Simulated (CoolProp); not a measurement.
Vapour pressure (bar) of isobutene: the reference equation beside estimates from Tc = 144.9 °C, pc = 40.16 bar, ω = 0.193.

Model: reference Helmholtz-energy equation of state, Lemmon 2005, in CoolProp. It is a short technical equation, of lower accuracy than the large ones.

```csv
T (°C),reference,van der Waals,Soave-Redlich-Kwong
-61.55,0.06233,1.211,0.06139
-52.05,0.1138,1.616,0.1121
-42.55,0.1960,2.108,0.1933
-33.15,0.3198,2.689,0.3159
-23.65,0.5022,3.381,0.4971
-14.15,0.7592,4.185,0.7533
-4.75,1.106,5.099,1.100
4.75,1.570,6.149,1.565
14.25,2.172,7.333,2.171
23.65,2.927,8.644,2.933
```

Absolute difference from the reference over all 10 rows, mean and median: van der Waals 698.9 and 512.2 %, Soave-Redlich-Kwong 0.9 and 0.9 %.
